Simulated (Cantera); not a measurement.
A perfectly stirred reactor is fed with CH₄ : CO : O₂ : N₂ : CO₂ = 1 : 0.99 : 6.24 : 23.5 : 3.6 (molar parts), equivalence ratio 0.40, at 4.93 atm; it is adiabatic with a 775 K inlet, and is followed from long to short residence time, starting on the burning branch (τ in s: 0.15, 0.081, 0.042, 0.022, 0.012, 0.006, 0.0032, 0.0016, 0.00086, 0.00045, 0.00024, 0.00012, 6.4e-05).

Detailed kinetics in Cantera: GRI-Mech 3.0 (53 species, 325 reactions).

Q: What does this change do: 3.4 parts H2 added?

A: 
```tsv
quantity	before	after
blow-out, bracketed by the residence times tried	burning at 0.860 ms, out at 0.450 ms	burning at 64.0 µs, the shortest tried
x(CH₄) at τ = 0.150 s	6.62e-6	3.96e-7
x(CO) at τ = 0.150 s	0.000186	0.000794
x(O₂) at τ = 0.150 s	0.108	0.0554
x(CH₂O) at τ = 0.150 s	6.53e-7	5.65e-8
x(H₂) at τ = 0.150 s	4.65e-6	0.000156
x(CH₄) at τ = 3.20 ms	0.000100	1.08e-5
x(CO) at τ = 3.20 ms	0.00303	0.00248
x(O₂) at τ = 3.20 ms	0.109	0.0565
x(CH₂O) at τ = 3.20 ms	1.09e-5	1.68e-6
x(H₂) at τ = 3.20 ms	7.48e-5	0.000463
```

Q: What does this change do: pressure from 4.93 atm to 9.87 atm?

A: 
```tsv
quantity	before	after
blow-out, bracketed by the residence times tried	burning at 0.860 ms, out at 0.450 ms	burning at 1.60 ms, out at 0.860 ms
x(CH₄) at τ = 0.150 s	6.62e-6	5.71e-6
x(CO) at τ = 0.150 s	0.000186	0.000141
x(O₂) at τ = 0.150 s	0.108	0.108
x(CH₂O) at τ = 0.150 s	6.53e-7	5.89e-7
x(H₂) at τ = 0.150 s	4.65e-6	2.44e-6
x(CH₄) at τ = 3.20 ms	0.000100	0.000123
x(CO) at τ = 3.20 ms	0.00303	0.00317
x(O₂) at τ = 3.20 ms	0.109	0.109
x(CH₂O) at τ = 3.20 ms	1.09e-5	1.38e-5
x(H₂) at τ = 3.20 ms	7.48e-5	5.36e-5
```

Q: What does this change do: inlet temperature 775 to 425 K?

A: 
| quantity | before | after |
|---|---|---|
| blow-out, bracketed by the residence times tried | burning at 0.860 ms, out at 0.450 ms | burning at 81.0 ms, out at 42.0 ms |
| x(CH₄) at τ = 0.150 s | 6.62e-6 | 0.000178 |
| x(CO) at τ = 0.150 s | 0.000186 | 0.00289 |
| x(O₂) at τ = 0.150 s | 0.108 | 0.109 |
| x(CH₂O) at τ = 0.150 s | 6.53e-7 | 1.83e-5 |
| x(H₂) at τ = 0.150 s | 4.65e-6 | 3.03e-5 |
| x(CH₄) at τ = 3.20 ms | 0.000100 | 0.0283 |
| x(CO) at τ = 3.20 ms | 0.00303 | 0.0280 |
| x(O₂) at τ = 3.20 ms | 0.109 | 0.177 |
| x(CH₂O) at τ = 3.20 ms | 1.09e-5 | <1e-12 |
| x(H₂) at τ = 3.20 ms | 7.48e-5 | <1e-12 |
